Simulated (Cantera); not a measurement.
Input: 1 mol MgCO3, 1.6 mol C, a varied amount of H2O, held at 802 °C and 3.60 mbar.

Equilibrium computed with Cantera from the NASA thermochemical tables; the gas is ideal and each condensed phase is pure. Candidate condensed phases: C, C6H6, C7H8, C8H18, H2O, Mg, MgCO3, MgO, Mg(OH)2; 116 gas species. The numbers say what is thermodynamically allowed, not how fast it happens.

x: gas mole fraction; n: condensed amount in mol.

```tsv
n(H2O) (mol)	x CO	x H2	x H2O	x CO2	x CH4	x H	n C(graphite)	n MgO(s)
0.25	0.900	0.1000	4.09e-5	0.000396	[?]	7.73e-8	0.351	1.00
0.59	0.814	0.186	6.87e-5	0.000324	[?]	1.05e-7	0.0112	1.00
0.92	0.670	0.239	0.0226	0.0683	[?]	1.20e-7	0	1.00
1.3	0.545	0.276	0.0575	0.122	[?]	1.28e-7	0	1.00
1.6	0.469	0.293	0.0876	0.150	[?]	1.32e-7	0	1.00
1.9	0.407	0.304	0.118	0.171	[?]	1.35e-7	0	1.00
2.3	0.342	0.311	0.159	0.188	[?]	1.36e-7	0	1.00
2.6	0.303	0.312	0.188	0.197	[?]	1.37e-7	0	1.00
2.9	0.271	0.311	0.216	0.202	[?]	1.36e-7	0	1.00
3.3	0.235	0.308	0.252	0.206	[?]	1.36e-7	0	1.00
3.6	0.212	0.304	0.277	0.207	[?]	1.35e-7	0	1.00
```

Problem. Fill in the missing entries.

Solution. 
- 0.25, x CH4: 1.62e-6
- 0.59, x CH4: 5.59e-6
- 0.92, x CH4: 2.98e-8
- 1.3, x CH4: 1.47e-8
- 1.6, x CH4: 9.97e-9
- 1.9, x CH4: 7.13e-9
- 2.3, x CH4: 4.78e-9
- 2.6, x CH4: 3.62e-9
- 2.9, x CH4: 2.79e-9
- 3.3, x CH4: 2.01e-9
- 3.6, x CH4: 1.59e-9
